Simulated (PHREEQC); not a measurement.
Solution (25 °C): 84 mmol/kgw HNO3, 50 mmol/kgw AlCl3 and 27 mmol/kgw MnSO4. Closed to the air; pH follows from the charge balance.

Model: ion-association model, wateq4f.dat, run in PHREEQC.

```json
{
 "pH": "1.23",
 "ionic_strength": "0.378 mol/kgw",
 "activity_of_water": "0.993",
 "total_alkalinity": "-84.0 meq/kg"
}
```

```json
[
 {"species": "Cl-", "molality": "0.146", "activity": "0.0971", "log γ": "-0.178"},
 {"species": "NO3-", "molality": "0.0839", "activity": "0.0535", "log γ": "-0.195"},
 {"species": "H+", "molality": "0.0765", "activity": "0.0592", "log γ": "-0.111"},
 {"species": "Al+3", "molality": "0.0353", "activity": "0.00352", "log γ": "-1.002"},
 {"species": "Mn+2", "molality": "0.0225", "activity": "0.00610", "log γ": "-0.567"},
 {"species": "AlSO4+", "molality": "0.0141", "activity": "0.00966", "log γ": "-0.164"},
 {"species": "HSO4-", "molality": "0.00730", "activity": "0.00500", "log γ": "-0.164"},
 {"species": "SO4-2", "molality": "0.00378", "activity": "0.000868", "log γ": "-0.639"},
 {"species": "MnCl+", "molality": "0.00346", "activity": "0.00241", "log γ": "-0.156"},
 {"species": "MnSO4", "molality": "0.000863", "activity": "0.000942", "log γ": "0.038"},
 {"species": "Al(SO4)2-", "molality": "0.000387", "activity": "0.000265", "log γ": "-0.164"},
 {"species": "AlHSO4+2", "molality": "0.000178", "activity": "5.08e-5", "log γ": "-0.545"}
]
```

This is a speciation only: nothing precipitates in the calculation.
